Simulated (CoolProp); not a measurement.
Properties of ethane along the isobar 0.515 MPa (Tc = 32.2 °C, pc = 4.872 MPa, ω = 0.099).

Values from CoolProp's reference Helmholtz-energy equation of state, Bücker 2006.

```json
[
 {"T (°C)": "-135.35", "phase": "liquid", "speed of sound (m/s)": "1668", "viscosity (µPa s)": "334", "Prandtl number": "3.61", "fugacity coefficient": "0.006037"},
 {"T (°C)": "-123.15", "phase": "liquid", "speed of sound (m/s)": "1579", "viscosity (µPa s)": "270", "Prandtl number": "3.13", "fugacity coefficient": "0.01900"},
 {"T (°C)": "-110.95", "phase": "liquid", "speed of sound (m/s)": "1488", "viscosity (µPa s)": "225", "Prandtl number": "2.81", "fugacity coefficient": "0.04917"},
 {"T (°C)": "-98.75", "phase": "liquid", "speed of sound (m/s)": "1397", "viscosity (µPa s)": "190", "Prandtl number": "2.57", "fugacity coefficient": "0.1092"},
 {"T (°C)": "-86.55", "phase": "liquid", "speed of sound (m/s)": "1303", "viscosity (µPa s)": "163", "Prandtl number": "2.41", "fugacity coefficient": "0.2147"},
 {"T (°C)": "-74.35", "phase": "liquid", "speed of sound (m/s)": "1209", "viscosity (µPa s)": "141", "Prandtl number": "2.29", "fugacity coefficient": "0.3826"},
 {"T (°C)": "-62.15", "phase": "liquid", "speed of sound (m/s)": "1111", "viscosity (µPa s)": "122", "Prandtl number": "2.20", "fugacity coefficient": "0.6286"},
 {"T (°C)": "-49.95", "phase": "gas", "speed of sound (m/s)": "256.3", "viscosity (µPa s)": "7.20", "Prandtl number": "0.909", "fugacity coefficient": "0.9076"},
 {"T (°C)": "-37.75", "phase": "gas", "speed of sound (m/s)": "265.7", "viscosity (µPa s)": "7.57", "Prandtl number": "0.875", "fugacity coefficient": "0.9215"},
 {"T (°C)": "-25.55", "phase": "gas", "speed of sound (m/s)": "274.3", "viscosity (µPa s)": "7.94", "Prandtl number": "0.853", "fugacity coefficient": "0.9327"},
 {"T (°C)": "-13.35", "phase": "gas", "speed of sound (m/s)": "282.2", "viscosity (µPa s)": "8.31", "Prandtl number": "0.836", "fugacity coefficient": "0.9419"},
 {"T (°C)": "-1.15", "phase": "gas", "speed of sound (m/s)": "289.7", "viscosity (µPa s)": "8.68", "Prandtl number": "0.823", "fugacity coefficient": "0.9494"},
 {"T (°C)": "11.05", "phase": "gas", "speed of sound (m/s)": "296.7", "viscosity (µPa s)": "9.04", "Prandtl number": "0.812", "fugacity coefficient": "0.9557"},
 {"T (°C)": "23.25", "phase": "gas", "speed of sound (m/s)": "303.5", "viscosity (µPa s)": "9.40", "Prandtl number": "0.803", "fugacity coefficient": "0.9611"},
 {"T (°C)": "35.45", "phase": "gas", "speed of sound (m/s)": "309.9", "viscosity (µPa s)": "9.76", "Prandtl number": "0.794", "fugacity coefficient": "0.9656"}
]
```

Viscosity comes from a separate model (Friend 1991). Thermal conductivity comes from a separate model (Friend 1991).
